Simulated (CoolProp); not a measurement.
Vapour-liquid equilibrium of R245fa (1) + n-pentane (2) at 9.13 bar; x and y are mole fractions of (1).

The numbers come from the multi-fluid Helmholtz-energy mixture model, Akasaka 2015 and Thol 2019; pair parameters Bell 2016 in CoolProp.

Question: Give the bubble temperature and the first vapour's composition at x = 0.05, 0.55, 0.65. Is there an azeotrope?

Answer: x = 0.05: 382.0 K, y = 0.210; x = 0.55: 356.0 K, y = 0.663; x = 0.65: 355.2 K, y = 0.700. y crosses x between x = 0.65 and 0.75: the model has an azeotrope there.

The pair parameters rest on a limited set of measurements; away from them the model extrapolates. With so large a gap from Raoult's law the liquid may split in two, which this calculation doesn't test in full.
